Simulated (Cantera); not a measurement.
A Cantera script and what it prints.

```python
import numpy as np
import cantera as ct

gas_names = [...]  # 113 gases of nasa_gas.yaml made of C, Cu, H, O
cond_names = """
    C(gr) C6H6(L) C7H8(L) C8H18(L),n-octa Cu(cr) Cu(L) CuO(s) CuO2H2(s) Cu2O(s) Cu2O(L) H2O(s) H2O(L)
""".split()


# ... load() reads the species with a 1 bar reference pressure and builds the phases ...
atoms = {
    'Cu2O': {'Cu': 2, 'O': 1},
    'CO': {'C': 1, 'O': 1},
    'H2': {'H': 2},
}
top_T = {'C(gr)': 4500, 'CuO(s)': 1390}  # K; cautious upper limits of use, not melting points


# ... equilibrate(T, P, feed) seeds the gas with the atoms and calls Mixture.equilibrate('TP', solver="vcs", rtol=1e-11, max_steps=5000) ...
results = []
feed = {'Cu2O': 1, 'CO': 0.62, 'H2': 0.59}  # mol
P = 13332.2  # Pa
for T in [875, 1075, 1275, 1475, 1675, 1875, 2075, 2275]:
    mix = equilibrate(T, P, feed)
    results.append((T, P, feed, dict(zip(mix.species_names, mix.species_moles))))

top = {s: max(r[3][s] / sum(r[3][g] for g in gas_names) for r in results) for s in gas_names}
cols = sorted((s for s in top if top[s] > 1e-06), key=lambda s: -top[s])[:9]
seen = [c for c in cond_names if any(r[3].get(c, 0) > 1e-12 for r in results)]
print("log10 of partial pressures in bar; condensed amounts in mol")
print(f"{'T/K':>10s}" + "".join(f"{s[:9]:>10s}" for s in cols + seen))
for T, P, feed, n in results:
    ng = sum(n[g] for g in gas_names)
    print(f"{T:10.4g}" + "".join(f"{np.log10(max(n[s] / ng * P / 1e5, 1e-99)):10.3f}" for s in cols)
          + "".join(f"{n.get(c, 0):10.4g}" for c in seen))
```

Result:

```
log10 of partial pressures in bar; condensed amounts in mol
       T/K       CO2       H2O        Cu        CO        H2        OH        O2         H       Cu2    Cu(cr)     Cu(L)
       875    -1.215    -1.308   -13.299    -2.132    -1.803   -13.840   -22.819   -11.201   -20.118         2         0
      1075    -1.246    -1.273    -9.593    -1.939    -1.934   -10.560   -16.985    -8.801   -14.844         2         0
      1275    -1.267    -1.251    -7.063    -1.846    -2.051    -8.292   -12.916    -7.158   -11.256         2         0
      1475    -1.281    -1.238    -5.271    -1.796    -2.147    -6.633    -9.923    -5.960    -8.749         0         2
      1675    -1.292    -1.229    -3.942    -1.766    -2.224    -5.368    -7.634    -5.047    -6.914         0     1.999
      1875    -1.302    -1.228    -2.905    -1.750    -2.290    -4.374    -5.831    -4.328    -5.488         0     1.989
      2075    -1.333    -1.250    -2.075    -1.759    -2.362    -3.586    -4.381    -3.756    -4.352         0     1.917
      2275    -1.486    -1.392    -1.395    -1.850    -2.498    -3.022    -3.279    -3.320    -3.427         0     1.454
```

Cantera equilibrium calculation (NASA polynomials, part measured and part estimated; ideal gas, pure solids and liquids).
